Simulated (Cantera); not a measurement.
**NO annealing gas**

An isothermal, constant-pressure homogeneous reactor starts with 68.5 % NO, 31.5 % N2, at 1650 K and 1.01 bar.

Cantera simulation using GRI-Mech 3.0 (53 species, 325 reactions); the numbers are that mechanism's predictions, not measurements.

```tsv
t (s)	x NO	x O	x N2O	x N2	x NO2	x O2
4.00e-6	0.685	8.14e-8	1.01e-7	0.315	2.02e-8	2.39e-11
2.17e-5	0.685	2.04e-7	5.50e-7	0.315	3.48e-7	4.29e-10
0.000118	0.685	2.36e-7	2.96e-6	0.315	2.77e-6	4.47e-9
0.000639	0.685	3.17e-7	1.55e-5	0.315	1.65e-5	6.88e-8
0.00346	0.685	7.68e-7	6.95e-5	0.315	9.94e-5	3.29e-6
0.0188	0.684	2.00e-6	0.000166	0.315	0.000362	0.000214
0.102	0.680	2.44e-6	0.000176	0.318	0.000451	0.00227
0.553	0.657	3.66e-6	0.000163	0.329	0.000678	0.0132
3.00	0.557	6.81e-6	0.000116	0.379	0.00111	0.0628
```
x: mole fraction; the columns are a selection and need not sum to one.

Equilibrium at this temperature and pressure: NO 0.00278, O 1.51e-5, N2O 1.51e-7, N2 0.656, NO2 1.26e-5, O2 0.341 (gas phase only).
